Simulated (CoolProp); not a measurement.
The numbers come from the reference Helmholtz-energy equation of state, Akasaka 2023 in CoolProp.

For R1336mzz(E), give the phase and the density (kg/m³), cv (kJ/(kg K)), isothermal compressibility (1/MPa), expansivity (1/kK) at 136.85 °C and 1.43 MPa; 136.85 °C and 4.28 MPa.


- 136.85 °C and 1.43 MPa: gas; density 85.7, cv 0.891, isothermal compressibility 0.898, expansivity 5.22
- 136.85 °C and 4.28 MPa: supercritical; density 828, cv 0.966, isothermal compressibility 0.0973, expansivity 12.4
